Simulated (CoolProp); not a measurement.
Model: reference Helmholtz-energy equation of state, Thol 2019, in CoolProp.

**Question.** Give the vapour pressure (MPa), enthalpy of vaporisation (kJ/kg), liquid cp (kJ/(kg K)), vapour Z of saturated tetradecamethylhexasiloxane (MD4M) at 421.3, 495.3, 520 K.

**Answer.** 
| T (K) | p (MPa) | enthalpy of vaporisation (kJ/kg) | liquid cp (kJ/(kg K)) | vapour Z |
|---|---|---|---|---|
| 421.3 | 0.00341 | 134 | 1.98 | 0.991 |
| 495.3 | 0.0409 | 110 | 2.13 | 0.938 |
| 520 | 0.0757 | 102 | 2.17 | 0.902 |
